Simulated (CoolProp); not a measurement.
Ethanol at 486.68 K and 1.7 MPa is compressed adiabatically to 9.07 MPa with isentropic efficiency 0.75. Each further row changes one setting.

Model: reference Helmholtz-energy equation of state, Schroeder 2014, in CoolProp.

```
case             work (kJ/kg)  final temperature (K)  final density (kg/m³)
---------------  ------------  ---------------------  ---------------------
as stated          (withheld)             (withheld)                    111
efficiency 1       (withheld)                  591.3                    118
efficiency 0.65    (withheld)             (withheld)             (withheld)
```

Question: What belongs in the gaps?

Answer: 
- as stated, work (kJ/kg): 175
- as stated, final temperature (K): 602.9
- efficiency 1, work (kJ/kg): 131
- efficiency 0.65, work (kJ/kg): 202
- efficiency 0.65, final temperature (K): 610.4
- efficiency 0.65, final density (kg/m³): 106
